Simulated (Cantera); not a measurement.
A closed system holds: 1 mol CH3OH, 0.025 mol O2, 0.11 mol NH3, held at 677 °C and 0.0190 bar.

Cantera equilibrium calculation (NASA polynomials, part measured and part estimated; ideal gas, pure solids and liquids). Candidate condensed phases: C, C6H6, C7H8, C8H18, H2O; 136 gas species. Kinetics and transport are ignored.

Base state: H2 0.663, CO 0.303, N2 0.0171, H2O 0.00886, CO2 0.00725, CH4 0.000564 (mole fractions); condensed: gas only.

Question: What changes in the equilibrium state with this change: CH3OH replaced by C?

Answer: 
| species | before | after |
|---|---|---|
| H2 | 0.663 | 0.609 |
| N2 | 0.0171 | 0.205 |
| CO | 0.303 | 0.182 |
| CO2 | 0.00725 | 0.00105 |
| H2O | 0.00886 | 0.00197 |
| CH4 | 0.000564 | 0.00118 |
| C(graphite), mol | 0 | 0.950 |

Question: What changes in the equilibrium state with this change: pressure from 0.0190 bar to 0.860 bar?

Answer: 
| species | before | after |
|---|---|---|
| H2 | 0.663 | 0.597 |
| CO | 0.303 | 0.189 |
| H2O | 0.00886 | 0.0908 |
| CH4 | 0.000564 | 0.0513 |
| CO2 | 0.00725 | 0.0516 |
| N2 | 0.0171 | 0.0201 |
| NH3 | 1.11e-6 | 4.63e-5 |
| C(graphite), mol | 0 | 0.199 |
